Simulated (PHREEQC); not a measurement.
Make-up at 20 °C: 0.025 mmol/kgw CdCl2, 0.077 mmol/kgw CaCl2, 0.47 mmol/kgw NaF and 0.076 mmol/kgw NaCl. Closed to the air; pH follows from the charge balance.

Computed with PHREEQC (ion-association model, phreeqc.dat).

This is a speciation only: nothing precipitates in the calculation.

### Question
What pH does the model give?

### Answer
pH 7.14.

### Question
In which forms is Cd present?

### Answer
Cd+2 97 %, CdCl+ 2.2 %, CdF+ 0.5 % of the Cd.

Species that the database lacks are ignored.
